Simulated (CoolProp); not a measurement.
Properties of R1234yf along the isotherm 58.75 °C.

Computed with CoolProp (reference Helmholtz-energy equation of state, Lemmon 2022).

| p (bar) | phase | density (kg/m³) | cv (kJ/(kg K)) | isothermal compressibility (1/MPa) | conductivity (mW/(m K)) | fugacity coefficient |
|---|---|---|---|---|---|---|
| 8.46 | gas | 40.67 | 0.9172 | 1.402 | 16.9 | 0.8762 |
| 16.9 | liquid | 948.9 | 0.9822 | 0.02015 | 53.8 | 0.7264 |
| 25.4 | liquid | 963.8 | 0.9788 | 0.01677 | 54.9 | 0.5014 |
| 33.8 | liquid | 976.5 | 0.9763 | 0.01447 | 55.9 | 0.3905 |
| 42.3 | liquid | 987.8 | 0.9744 | 0.01276 | 56.9 | 0.3234 |
| 50.8 | liquid | 998.0 | 0.9729 | 0.01144 | 57.8 | 0.2790 |
| 59.2 | liquid | 1007 | 0.9717 | 0.01040 | 58.6 | 0.2478 |
| 67.7 | liquid | 1016 | 0.9707 | 0.009546 | 59.4 | 0.2244 |
| 76.1 | liquid | 1024 | 0.9699 | 0.008838 | 60.1 | 0.2065 |
| 84.6 | liquid | 1031 | 0.9692 | 0.008229 | 60.9 | 0.1922 |

Thermal conductivity comes from a separate model (Perkins 2011).
